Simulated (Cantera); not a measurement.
A closed system holds: 1 mol SiC, a varied amount of CO2, 15 mol H2, held at 1625 K and 16.0 mbar.

Equilibrium computed with Cantera from the NASA thermochemical tables; the gas is ideal and each condensed phase is pure. Candidate condensed phases: C, C6H6, C7H8, C8H18, H2O, Si, SiC, SiO2; 123 gas species. Rates play no part.

x: gas mole fraction; n: condensed amount in mol.

```tsv
n(CO2) (mol)	x H2	x CO	x SiO	x H	x H2O	n SiC(s)
0.012	0.998	0.00120	0.000400	0.000557	1.47e-7	0.994
0.019	0.997	0.00189	0.000632	0.000557	2.32e-7	0.990
0.03	0.995	0.00299	0.000996	0.000556	3.65e-7	0.985
0.048	0.993	___	___	0.000556	___	0.976
0.076	0.989	___	___	0.000555	___	0.962
0.12	0.984	0.0118	0.00394	0.000553	1.42e-6	0.940
0.19	0.975	0.0185	0.00617	0.000551	2.21e-6	0.905
0.31	0.960	0.0298	0.00992	0.000546	3.50e-6	0.845
0.5	0.937	0.0469	0.0156	0.000540	5.39e-6	0.750
0.79	0.904	0.0714	0.0238	0.000530	7.92e-6	0.605
1.3	0.852	0.111	0.0369	0.000515	1.16e-5	0.350
```

Complete the blanks.


- 0.076, x CO: 0.00752
- 0.076, x SiO: 0.00251
- 0.076, x H2O: 9.13e-7
- 0.048, x CO: 0.00477
- 0.048, x SiO: 0.00159
- 0.048, x H2O: 5.81e-7
